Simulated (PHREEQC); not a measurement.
Solution (65 °C): 0.0068 mol NaH2PO4 and 0.021 mol NaF per kg of water. Closed to the air; pH follows from the charge balance.

All values are PHREEQC results (ion-association model, phreeqc.dat), not measurements.

No solid was allowed to form.

**Question.** Estimate the pH, specific conductance.

**Answer.** pH 5.44; specific conductance 4990 µS/cm.

**Question.** In which forms is F present?

**Answer.** F- 98 %, NaF 1.1 %, HF 1.0 % of the F.

Constants without temperature data keep their 25 °C values here.
